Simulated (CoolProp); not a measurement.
Oxygen along the isotherm -174.65 °C: fugacity coefficient from the reference equation and from simpler models built on Tc = -118.6 °C, pc = 50.46 bar, ω = 0.022; each cubic takes its own stable root.

The numbers come from the reference Helmholtz-energy equation of state, Schmidt 1985 in CoolProp.

```
p (bar)   phase  reference
-------  ------  ---------
7.89     liquid     0.2736
15.8     liquid     0.1405
23.7     liquid    0.09632
31.5     liquid    0.07450
39.4     liquid    0.06124
47.3     liquid    0.05245
55.2     liquid    0.04621
63.1     liquid    0.04156
71       liquid    0.03797
78.9     liquid    0.03513
86.7     liquid    0.03285
94.6     liquid    0.03095
103      liquid    0.02927
110      liquid    0.02808
118      liquid    0.02691
126      liquid    0.02591
```

How far does each simpler model (van der Waals, Soave-Redlich-Kwong) lie from the reference over these 16 states: mean and median of the absolute difference, and the worst?


- van der Waals: mean 183.0 %, median 183.0 %, worst +208.6 % at -174.65 °C and 126 bar
- Soave-Redlich-Kwong: mean 0.7 %, median 0.7 %, worst -0.7 % at -174.65 °C and 7.89 bar
